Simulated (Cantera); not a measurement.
An adiabatic, constant-pressure homogeneous reactor starts with 3.37 % CH4, 0.911 % H2, 13.1 % O2, 82.6 % N2, at 1573 K and 5.00 bar.

Computed with Cantera and GRI-Mech 3.0 (53 species, 325 reactions).

Task: Predict: time of steepest temperature rise; temperature at 0.200 s; equilibrium temperature; x(H2) at 0.200 s; x(O2) at 0.200 s; x(NO) at 0.200 s.

Result: 
| Item | Value |
|---|---|
| time of steepest temperature rise | 90.5 µs |
| temperature at 0.200 s | 2308 K |
| equilibrium temperature | 2308 K |
| x(H2) at 0.200 s | 0.000314 (gas-phase equilibrium 0.000314) |
| x(O2) at 0.200 s | 0.0544 (gas-phase equilibrium 0.0544) |
| x(NO) at 0.200 s | 0.00832 (gas-phase equilibrium 0.00833) |
